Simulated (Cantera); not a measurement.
Cantera run, input and output.

```python
import numpy as np
import cantera as ct

gas = ct.Solution("gri30.yaml")


def delay(T, t_max=10):
    gas.TPX = T, 81000, {'CH3OH': 1, 'O2': 2.73, 'N2': 10.3}
    reactor = ct.IdealGasConstPressureReactor(gas, clone=False)
    net = ct.ReactorNet([reactor])
    net.rtol, net.atol = 1e-8, 1e-16
    while net.time < t_max:
        t_old, T_old = net.time, reactor.T
        net.step()
        if reactor.T > T + 400:  # ignition: a rise of 400 K
            return t_old + (T + 400 - T_old) / (reactor.T - T_old) * (net.time - t_old)
    return np.nan


taus = []
for T in [1275, 1375, 1475, 1575, 1675, 1775]:
    taus.append(delay(T))
    print(f"T0 = {T:6g} K   tau = {taus[-1]:.4e} s")
```

It prints:

```
T0 =   1275 K   tau = 4.2622e-03 s
T0 =   1375 K   tau = 1.2017e-03 s
T0 =   1475 K   tau = 4.2968e-04 s
T0 =   1575 K   tau = 1.8481e-04 s
T0 =   1675 K   tau = 9.0817e-05 s
T0 =   1775 K   tau = 4.9298e-05 s
```

Detailed kinetics in Cantera: GRI-Mech 3.0 (53 species, 325 reactions). GRI-Mech 3.0 was tuned for natural gas; its chemistry of methanol as a main component is partial and can be far from experiment.
